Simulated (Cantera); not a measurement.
**Thermodynamics of chlorosilane synthesis and conversion, feed Si + H₂ + Cl₂**

A closed system holds: 1 mol Si, 0.74 mol H₂, 2.9 mol Cl₂, at 227 °C and 0.430 bar.

Equilibrium computed with Cantera from the NASA thermochemical tables; the gas is ideal and each condensed phase is pure. Candidate condensed phases: Si; 19 gas species. The numbers say what is thermodynamically allowed, not how fast it happens.

```json
{
 "x(HCl)": "0.561",
 "x(SiCl₄)": "0.379",
 "x(Cl₂)": "0.0606",
 "gas_amount": "2.640 mol",
 "log10 activity of Si(s) (absent)": "-59.88"
}
```
